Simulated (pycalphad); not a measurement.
An equivalent pycalphad script:

```python
from pycalphad import Database, equilibrium, calculate, variables as v
import numpy as np
db = Database('COST507.tdb')
comps = ['TI', 'AL', 'C', 'VA']
phases = ['AL11TI5', 'AL2TI', 'AL3M_D022', 'AL4C3', 'ALM_D019', 'ALTI', 'BCC_A2', 'FCC_A1', 'GRAPHITE', 'HCP_A3', 'LIQUID']
eq = equilibrium(db, comps, phases, {v.X('AL'): 0.0558, v.X('C'): 0.0822, v.T: np.arange(2850, 499, -40), v.P: 101325, v.N: 1}, output=['HM', 'SM'])
```

CALPHAD calculation (pycalphad, COST 507 light-alloy database (1999)), 1 atm. No gas phase is included, though pure Al would boil below 2850 K. The database dates from 1999; later assessments differ in places, in temperatures and in the compounds included. Not assessed as a whole: an extrapolation from subsystems, which can miss ternary compounds. Phase fractions are per mole of atoms. Kinetics are ignored, which matters at the lower temperatures.

Results at three of the temperatures:

```
T = 2210.00 K, P = 101325 Pa, N = 1 mol of atoms
G = -162687 J/mol, H = 60919 J/mol, S = 101.18 J/(mol K)  (SER reference)
chemical potentials (J/mol): Ti -150992, Al -207293, C -255043
phase             fraction      x(Ti)      x(Al)       x(C)
LIQUID              0.8869     0.8855     0.0629     0.0516
FCC_A1              0.1131     0.6776   2.25e-07     0.3224
```

```
T = 1690.00 K, P = 101325 Pa, N = 1 mol of atoms
G = -115700 J/mol, H = 21146 J/mol, S = 80.97 J/(mol K)  (SER reference)
chemical potentials (J/mol): Ti -99484, Al -172888, C -246938
phase             fraction      x(Ti)      x(Al)       x(C)
BCC_A2              0.7725     0.9185     0.0722     0.0092
FCC_A1              0.2275     0.6699   7.13e-09     0.3301
```

```
T = 930.00 K, P = 101325 Pa, N = 1 mol of atoms
G = -61721 J/mol, H = -6944 J/mol, S = 58.90 J/(mol K)  (SER reference)
chemical potentials (J/mol): Ti -41034, Al -130909, C -231683
phase             fraction      x(Ti)      x(Al)       x(C)
HCP_A3              0.7702     0.9274     0.0725   0.000133
FCC_A1              0.2298     0.6428   2.06e-14     0.3572
```

Changes of the phase set, refined by bisection:

```csv
T (K),phases above,phases below
2406.6,LIQUID,FCC_A1 + LIQUID
1954.0,FCC_A1 + LIQUID,BCC_A2 + FCC_A1 + LIQUID
1948.0,BCC_A2 + FCC_A1 + LIQUID,BCC_A2 + FCC_A1
1252.5,BCC_A2 + FCC_A1,BCC_A2 + FCC_A1 + HCP_A3
1231.7,BCC_A2 + FCC_A1 + HCP_A3,FCC_A1 + HCP_A3
```

FCC_A1 is fcc; BCC_A2 is bcc; HCP_A3 is hcp. The fcc model also describes the rock-salt carbide or nitride (TiC, TiN, HfC).
